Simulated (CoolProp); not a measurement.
A simple Rankine cycle with R124: condensing at 328.15 K, boiler at 2.72 MPa, turbine inlet 395 K, turbine efficiency 0.75, pump efficiency 0.6, no recuperator. Each further row changes one setting.

The numbers come from the reference Helmholtz-energy equation of state, de Vries 1995 in CoolProp.

```csv
case,thermal efficiency (%),net work (kJ/kg),heat in (kJ/kg),turbine exit temperature (K),volume ratio over the turbine
as stated,7.5,12.1,162,353.2,3.60
turbine inlet 415 K,7.6,14.1,…,377.2,…
condensing temperature 320.15 K,8.6,14.8,…,347.5,…
boiler pressure 1.9 MPa,5.6,9.81,175,370.6,2.27
turbine efficiency 0.65,…,…,162,…,…
```

### Question
Fill in the missing entries.

### Answer

- turbine inlet 415 K, heat in (kJ/kg): 185
- turbine inlet 415 K, volume ratio over the turbine: 3.39
- condensing temperature 320.15 K, heat in (kJ/kg): 172
- condensing temperature 320.15 K, volume ratio over the turbine: 4.46
- turbine efficiency 0.65, thermal efficiency (%): 6.3
- turbine efficiency 0.65, net work (kJ/kg): 10.2
- turbine efficiency 0.65, turbine exit temperature (K): 355.4
- turbine efficiency 0.65, volume ratio over the turbine: 3.64
